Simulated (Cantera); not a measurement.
Iron carbonyl, mercury and lead vapours: PbO + O2 + N2

Input: 1 mol PbO, a varied amount of O2, 32 mol N2, equilibrated at 10000 Pa.

Equilibrium computed with Cantera from the NASA thermochemical tables; the gas is ideal and each condensed phase is pure. Candidate condensed phases: Pb, PbO, PbO2, Pb3O4; 12 gas species. Equilibrium is a limit: real reactors are often held back by kinetics, nucleation or transport.

Q: Map the stable condensed phases over T = 177, 277, 377, 477, 577, 677, 777, 877, 977, 1077, 1177, 1277 °C and n(O2) in mol = 0.04, 0.06, 0.09, 0.13, 0.2, 0.3, 0.45, 0.68, 1, 1.5, 2.3.

A: 
```
T in °C \ n(O2) in mol
         0.04 0.06 0.09 0.13  0.2  0.3 0.45 0.68    1  1.5  2.3
   1277     A    A    A    A    A    A    A    A    A    A    A
   1177     A    A    A    A    A    A    A    A    A    A    A
   1077     B    B    B    B    B    B    B    B    B    B    B
    977     B    B    B    B    B    B    B    B    B    B    B
    877     B    B    B    B    B    B    B    B    B    B    B
    777     B    B    B    B    B    B    B    B    B    B    B
    677     B    B    B    B    B    B    B    B    B    B    B
    577     B    B    B    B    B    B    B    B    B    B    B
    477     B    B    B    B    B    B    B    B    B    B    B
    377     B    B    B    B    B    B    B    B    B    B    B
    277     B    B    B    B    B    B    B    B    B    B    C
    177     D    D    D    D    C    C    C    C    C    C    C
```
A: gas only; B: PbO; C: Pb3O4; D: PbO + Pb3O4.
